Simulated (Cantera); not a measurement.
A perfectly stirred reactor is fed with NH3 : H2 = 1 : 1.5 (molar parts), at 10.00 Torr; it is held at 1673 K, and followed from long to short residence time.

Cantera simulation using the gas-phase N/H chemistry of the illustrative SiF4/NH3 mechanism in the Surface Chemkin manual (1991); the numbers are that mechanism's predictions, not measurements. Walls and surfaces, which speed up NH3 decomposition in real reactors, are not modelled.

x: mole fraction; the columns are a selection and need not sum to one.

```tsv
τ (s)	x NH3	x H2	x N2	x N2H2	x N2H4	x NH2
4.1	0.374	0.617	0.00922	7.86e-7	3.40e-9	0.000150
2.0	0.387	0.608	0.00454	8.03e-7	3.47e-9	0.000152
1.0	0.394	0.604	0.00217	7.78e-7	3.38e-9	0.000150
0.49	0.397	0.602	0.000940	6.96e-7	3.07e-9	0.000142
0.24	0.399	0.601	0.000342	5.30e-7	2.42e-9	0.000126
0.12	0.400	0.600	?	?	?	?
0.058	0.400	0.600	1.18e-5	8.42e-8	4.66e-10	5.54e-5
0.028	0.400	0.600	?	?	1.15e-10	?
0.014	0.400	0.600	1.39e-7	4.37e-9	2.87e-11	1.38e-5
0.0068	0.400	0.600	1.47e-8	9.68e-10	6.75e-12	6.70e-6
0.0034	0.400	0.600	1.68e-9	2.24e-10	1.66e-12	3.35e-6
```

**Question.** Fill in the missing entries.

**Answer.** 
- 0.12, x N2: 8.84e-5
- 0.12, x N2H2: 2.86e-7
- 0.12, x N2H4: 1.41e-9
- 0.12, x NH2: 9.63e-5
- 0.028, x N2: 1.21e-6
- 0.028, x N2H2: 1.86e-8
- 0.028, x NH2: 2.75e-5
